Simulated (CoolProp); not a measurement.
Vapour-liquid equilibrium of propylene (1) + n-heptane (2) at 326 K; x and y are mole fractions of (1).

The numbers come from the multi-fluid Helmholtz-energy mixture model, Lemmon 2013 and Span 2003; pair parameters Bell 2016 in CoolProp.

```tsv
x	bubble pressure, mixture model (bar)	bubble pressure, Raoult's law (bar)	y, mixture model	y, Raoult's law
0.05	___	1.292	0.807	0.844
0.15	3.104	3.453	0.935	0.948
0.25	5.338	5.613	0.963	0.972
0.35	___	7.774	0.975	0.982
0.45	9.804	9.934	0.981	0.988
0.55	11.87	12.09	0.985	0.992
0.65	13.82	14.25	___	0.995
0.75	15.75	16.42	0.991	0.997
0.85	___	18.58	0.994	0.998
0.95	20.29	20.74	0.998	0.999
```

### Question
What belongs in the gaps?

### Answer

- 0.05, bubble pressure, mixture model (bar): 1.082
- 0.35, bubble pressure, mixture model (bar): 7.612
- 0.65, y, mixture model: 0.989
- 0.85, bubble pressure, mixture model (bar): 17.83

The largest gap from Raoult's law is -16.3 % in bubble pressure, at x = 0.05. No azeotrope shows between x = 0.05 and 0.95.

The pair parameters rest on a limited set of measurements; away from them the model extrapolates.
